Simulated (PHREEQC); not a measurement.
Solution A (2.3 mol/kgw NaCl, 0.18 mol/kgw K2SO4 and 0.00066 mol/kgw H4SiO4) is mixed with solution B (1.6 mol/kgw Na2CO3, 0.48 mol/kgw Na2SO4 and 0.18 mol/kgw KBr) at 25 °C; shares are by mass of water, 1 kg in all. The system is closed to CO2. Only these solids could form: Arcanite, Burkeite, Glaserite, Halite, Kalicinite, Mirabilite, Misenite, Nahcolite, Natron, SiO2(a), Sylvite, Thenardite, Trona.

Equilibrium calculation in PHREEQC: Pitzer model, pitzer.dat.

```
share of solution B     pH  H4SiO4 (mol/kgw)  H3SiO4- (mol/kgw)  H2SiO4-2 (mol/kgw)
-------------------  -----  ----------------  -----------------  ------------------
0                     6.29          0.000659            7.89e-7            3.68e-12
0.1                  11.05           6.54e-6           0.000466            0.000122
0.2                  11.25           3.24e-6           0.000374            0.000151
0.3                  11.37           1.91e-6           0.000302            0.000158
0.4                      ?           1.19e-6           0.000241            0.000154
0.5                  11.54           7.57e-7           0.000188            0.000142
0.6                      ?           4.73e-7           0.000141                   ?
0.7                  11.66           2.82e-7                  ?                   ?
0.8                  11.72                 ?                  ?             6.96e-5
0.9                  11.77           6.16e-8            2.93e-5             3.66e-5
1                    11.81                 0                  0                   0
```

Fill in the missing entries.


- 0.4, pH: 11.46
- 0.6, pH: 11.60
- 0.6, H2SiO4-2 (mol/kgw): 0.000123
- 0.7, H3SiO4- (mol/kgw): 9.92e-5
- 0.7, H2SiO4-2 (mol/kgw): 9.85e-5
- 0.8, H4SiO4 (mol/kgw): 1.51e-7
- 0.8, H3SiO4- (mol/kgw): 6.23e-5

In brines, pH and single-ion activities rest on the MacInnes convention.
